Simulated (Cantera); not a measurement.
Catalytic stagnation flow on Pt

A jet of CH4 : O2 : N2 = 0.062 : 0.08 : 0.79 (molar parts) at 300 K and 11000 Pa hits a platinum plate 6.3 cm away at a mass flux of 0.05 kg/m²/s; the plate temperature is set and raised in steps from an oxygen-covered start.

Computed with Cantera and Deutschmann's 1995 Pt surface mechanism with GRI-Mech 3.0 gas chemistry. Catalytic surfaces can have several steady states; this one follows from the mechanism file's or the stated starting coverage.

```tsv
plate T (K)	wall x CH4	wall x O2	wall x H2O	wall x OH	wall x CO	wall x CO2	θ free Pt	θ H*	θ CO*	θ C*
900	0.0143	0.00494	0.0917	<1e-8	0.0543	0.000241	0.395	0.00109	0.315	0.289
950	0.00946	0.00334	0.0896	<1e-8	0.0592	0.000259	0.499	0.00193	0.221	0.278
1000	0.00496	0.00187	0.0872	<1e-8	0.0633	0.000876	0.693	0.00238	0.200	0.104
1050	0.00345	0.00138	0.0851	<1e-8	0.0633	0.00272	0.831	0.00232	0.137	0.0300
1100	0.00292	0.00121	0.0823	<1e-8	0.0610	0.00599	0.908	0.00214	0.0800	0.0100
1150	0.00271	0.00116	0.0788	<1e-8	0.0574	0.0104	0.950	0.00195	0.0444	0.00391
1200	0.00264	0.00116	0.0748	2.33e-8	0.0530	0.0156	0.972	0.00178	0.0243	0.00173
1250	0.00269	0.00121	0.0709	5.59e-8	0.0483	0.0208	0.984	0.00163	0.0135	0.000848
```
x: mole fraction at the wall; θ: surface coverage.
